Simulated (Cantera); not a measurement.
Input (Python, Cantera) and output of one run.

```python
import numpy as np
import cantera as ct

gas_names = [...]  # 109 gases of nasa_gas.yaml made of C, Cl, H, Si
cond_names = """
    C(gr) C6H6(L) C7H8(L) C8H18(L),n-octa Si(cr) Si(L) SiC(b)
""".split()


# ... load() reads the species with a 1 bar reference pressure and builds the phases ...
atoms = {
    'Si(CH3)4': {'Si': 1, 'C': 4, 'H': 12},
    'HCl': {'H': 1, 'CL': 1},
    'H2': {'H': 2},
}
top_T = {'C(gr)': 4500, 'SiC(b)': 3050}  # K; cautious upper limits of use, not melting points


# ... equilibrate(T, P, feed) seeds the gas with the atoms and calls Mixture.equilibrate('TP', solver="vcs", rtol=1e-11, max_steps=5000) ...
results = []
feed = {'Si(CH3)4': 1, 'HCl': 2, 'H2': 16}  # mol
P = 1333.22  # Pa
for T in [1173, 1273, 1373, 1473, 1573, 1673, 1773, 1873, 1973, 2073, 2173, 2273, 2373]:
    mix = equilibrate(T, P, feed)
    results.append((T, P, feed, dict(zip(mix.species_names, mix.species_moles))))

top = {s: max(r[3][s] / sum(r[3][g] for g in gas_names) for r in results) for s in gas_names}
cols = sorted((s for s in top if top[s] > 1e-06), key=lambda s: -top[s])[:5]
seen = [c for c in cond_names if any(r[3].get(c, 0) > 1e-12 for r in results)]
print("log10 of partial pressures in bar; condensed amounts in mol")
print(f"{'T/K':>10s}" + "".join(f"{s[:9]:>10s}" for s in cols + seen))
for T, P, feed, n in results:
    ng = sum(n[g] for g in gas_names)
    print(f"{T:10.4g}" + "".join(f"{np.log10(max(n[s] / ng * P / 1e5, 1e-99)):10.3f}" for s in cols)
          + "".join(f"{n.get(c, 0):10.4g}" for c in seen))
```

It prints:

```
log10 of partial pressures in bar; condensed amounts in mol
       T/K        H2         H       HCL        Si        CL     C(gr)    SiC(b)
      1173    -1.913    -7.885    -2.955   -15.152    -8.986     2.997    0.9981
      1273    -1.913    -7.103    -2.955   -13.335    -8.216     2.999    0.9984
      1373    -1.913    -6.434    -2.955   -11.784    -7.558     3.001    0.9976
      1473    -1.913    -5.854    -2.956   -10.446    -6.989     3.003    0.9962
      1573    -1.913    -5.347    -2.957    -9.279    -6.491     3.005    0.9941
      1673    -1.913    -4.900    -2.959    -8.253    -6.053     3.006    0.9913
      1773    -1.914    -4.503    -2.961    -7.344    -5.664     3.006    0.9877
      1873    -1.915    -4.148    -2.965    -6.534    -5.318     3.003    0.9827
      1973    -1.918    -3.829    -2.970    -5.806    -5.008     2.997    0.9746
      2073    -1.923    -3.542    -2.979    -5.149    -4.730     2.989    0.9553
      2173    -1.932    -3.283    -2.994    -4.554    -4.481     2.996    0.8968
      2273    -1.949    -3.050    -3.018    -4.012    -4.261     3.075    0.7041
      2373    -1.981    -2.845    -3.060    -3.516    -4.070       3.4   0.06977
```

Method: chemical equilibrium by Gibbs-energy minimisation in Cantera with the NASA 1993 tables (ideal gas, pure condensed phases). The tables' values for SiCl are old estimates; treat these amounts as uncertain. Gases not in the tables: Si2H6 and higher silanes.
